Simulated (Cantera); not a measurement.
Charge: 1 mol MgCO₃, 0.1 mol SO₃, 2.4 mol CO₂, equilibrated at 823.15 K and 14.0 bar.

Method: chemical equilibrium by Gibbs-energy minimisation in Cantera with the NASA 1993 tables (ideal gas, pure condensed phases). Candidate condensed phases: C, Mg, MgCO₃, MgO, MgS, MgSO₄, S; 26 gas species. Rates play no part.

Base state: CO₂ 1.00 (mole fractions); condensed: MgO(s) + MgSO₄(s).

**Question.** What changes in the equilibrium state with this change: 0.13 mol CH₄ added?

**Answer.** 
| species | before | after |
|---|---|---|
| CO₂ | 1.00 | 0.901 |
| H₂O | 0 | 0.0418 |
| CO | <1e-9 | 0.0267 |
| H₂S | 0 | 0.0221 |
| H₂ | 0 | 0.00447 |
| COS | <1e-9 | 0.00429 |
| CH₄ | 0 | 0.000137 |
| MgO(s), mol | 0.900 | 1.00 |
| MgSO₄(s), mol | 0.1000 | 0 |
Further candidate phases: C₆H₆, C₇H₈, C₈H₁₈, H₂O, H₂SO₄, Mg(OH)₂.
